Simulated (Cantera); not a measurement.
Feed: 1 mol HMDSO, a varied amount of O₃, 9.8 mol H₂, at 1198 K and 1330 Pa.

These are equilibrium values from Cantera (NASA tables, ideal gas, pure condensed phases), not measurements of a reactor. Candidate condensed phases: C, C₆H₆, C₇H₈, C₈H₁₈, H₂O, Si, SiC, SiO₂; 123 gas species. The feed counts by its element totals alone. The tables hold silica as quartz up to 1696 K and as liquid above; real silica turns to tridymite and cristobalite and melts near 1996 K. Rates play no part.

Question: At 5.7 mol O₃, list the 4 most abundant gas species with their mole fractions, and the condensed phases.

Answer: H₂ 0.498, H₂O 0.260, CO 0.175, CO₂ 0.0668. Condensed: SiO₂(β-quartz).
